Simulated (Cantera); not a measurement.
An isothermal, constant-pressure homogeneous reactor starts with 0.988 % CH₄, 98.8 % H₂, 0.207 % CO₂, at 1923 K and 105 Torr.

Detailed kinetics in Cantera: GRI-Mech 3.0 (53 species, 325 reactions). GRI-Mech 3.0 stops at C3 and has no aromatics, soot or wall deposition, so with more carbon than oxygen in the feed, carbon stays in small species such as C2H2 where larger ones or solid carbon would form.

### Question
Predict: x(CH₄) at 5.00 s; x(H₂) at 5.00 s; x(CO₂) at 5.00 s; x(H₂O) at 5.00 s; x(CH₂) at 5.00 s.

### Answer
```
Quantity                                              Value
----------------  -----------------------------------------
x(CH₄) at 5.00 s  0.000295 (gas-phase equilibrium 0.000207)
x(H₂) at 5.00 s         0.989 (gas-phase equilibrium 0.989)
x(CO₂) at 5.00 s   4.23e-7 (gas-phase equilibrium 3.01e-11)
x(H₂O) at 5.00 s   0.000499 (gas-phase equilibrium 3.13e-8)
x(CH₂) at 5.00 s    4.70e-8 (gas-phase equilibrium 3.30e-8)
```
